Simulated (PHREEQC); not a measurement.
0.095 g of hydrous ferric oxide (600 m²/g; 0.2 weak and 0.005 strong sites per Fe, Dzombak-Morel constants, diffuse double layer) in 1 kg of water with 0.3 mol/kgw of an inert sodium salt and 0.027 mmol/kgw BaCl2 and 0.022 mmol/kgw CuSO4, at 25 °C; the pH is set by adding NaOH or the inert anion's acid. O2 is buffered at 0.21 atm. CO2 from the air is kept out. No solid was allowed to form.

Model: ion-association model, wateq4f.dat, run in PHREEQC.

| pH | Ba sorbed (%) | S sorbed (%) | Cu sorbed (%) | surface charge σ (C/m²) | surface potential ψ (mV) |
|---|---|---|---|---|---|
| 3 | 0.0 | 55.3 | 0.0 | 0.327 | 120 |
| 3.38 | 0.0 | 55.2 | 0.0 | 0.324 | [?] |
| 3.75 | 0.0 | 54.2 | 0.2 | 0.319 | 118 |
| 4.12 | 0.0 | 51.8 | 1.1 | 0.309 | 117 |
| 4.5 | 0.0 | 47.1 | 5.2 | 0.290 | 114 |
| 4.88 | 0.0 | 39.4 | 16.5 | 0.262 | 109 |
| 5.25 | 0.0 | 29.5 | 35.4 | 0.229 | 102 |
| 5.62 | 0.0 | 19.3 | 63.1 | 0.194 | 94 |
| 6 | 0.0 | 10.7 | 86.7 | 0.159 | 84 |
| 6.38 | 0.0 | 5.0 | 96.3 | [?] | 73 |
| 6.75 | 0.0 | 2.1 | 98.9 | [?] | 61 |
| 7.12 | 0.0 | 0.8 | 99.6 | 0.069 | 48 |
| 7.5 | 0.1 | 0.2 | 99.7 | 0.045 | 33 |
| 7.88 | 0.4 | [?] | 99.6 | 0.023 | [?] |
| 8.25 | 1.2 | 0.0 | 99.5 | 0.004 | 3 |
| 8.62 | 3.4 | 0.0 | 99.3 | -0.015 | -12 |
| 9 | 7.5 | 0.0 | 98.9 | -0.036 | -27 |

### Question
Some entries are withheld; supply them.

### Answer

- 3.38, surface potential ψ (mV): 119
- 6.38, surface charge σ (C/m²): 0.125
- 6.75, surface charge σ (C/m²): 0.096
- 7.88, S sorbed (%): 0.1
- 7.88, surface potential ψ (mV): 18

The database's constant for dissolved Cu(OH)2 is higher than later reviews accept. The oxide is taken as insoluble; below pH 4 it would dissolve.
